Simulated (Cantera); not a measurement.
Charge: 1 mol Si, a varied amount of F2, 3.2 mol N2, held at 650 °C and 230 Pa.

These are equilibrium values from Cantera (NASA tables, ideal gas, pure condensed phases), not measurements of a reactor. Candidate condensed phases: Si, Si3N4; 16 gas species. Rates play no part.

Q: At 3.5 mol F2, list the 5 most abundant gas species with their mole fractions, and the condensed phases.

A: N2 0.485, F 0.271, SiF4 0.152, F2 0.0917, NF3 6.64e-5. Condensed: gas only.
